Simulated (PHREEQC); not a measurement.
A column of 0.1 m (40 cells, dispersivity 0.008 m, 720 s a shift, diffusion coefficient 3e-10 m²/s) holds 0.0076 eq of the database's cation exchanger X per kg of pore water, first in equilibrium with 0.002 mol NaCl and 1e-05 mol HCl per kg of water. It is flushed with 7.8 mmol/kgw MgCl2, 0.23 mmol/kgw PbCl2, 2.6 mmol/kgw SrCl2 and 0.01 mmol/kgw HCl, at 15 °C. Values are for the last cell. CO2 from the air is kept out. Nothing may precipitate in this run.

Base run: PHREEQC, ion-association model, phreeqc.dat. Each further column changes one thing. The table gives Na in solution (mol/kgw).

| pore volumes | base | exchange capacity from 0.0076 to 0.0038 eq/kgw | dispersivity from 0.008 to 0.016 m |
|---|---|---|---|
| 0 | 0.00200 | 0.00200 | 0.00200 |
| 0.5125 | 0.00311 | 0.00311 | [?] |
| 1.012 | 0.0133 | [?] | 0.00887 |
| 1.512 | 0.00276 | [?] | [?] |
| 2.013 | 0.000540 | [?] | 0.000944 |
| 2.513 | 0.000105 | 4.07e-5 | [?] |
| 3.013 | 2.03e-5 | 7.70e-6 | 0.000118 |

Problem. What belongs in the gaps?

Solution. 
- 0.5125, dispersivity from 0.008 to 0.016 m: 0.00476
- 1.012, exchange capacity from 0.0076 to 0.0038 eq/kgw: 0.00486
- 1.512, exchange capacity from 0.0076 to 0.0038 eq/kgw: 0.00105
- 1.512, dispersivity from 0.008 to 0.016 m: 0.00273
- 2.013, exchange capacity from 0.0076 to 0.0038 eq/kgw: 0.000212
- 2.513, dispersivity from 0.008 to 0.016 m: 0.000333
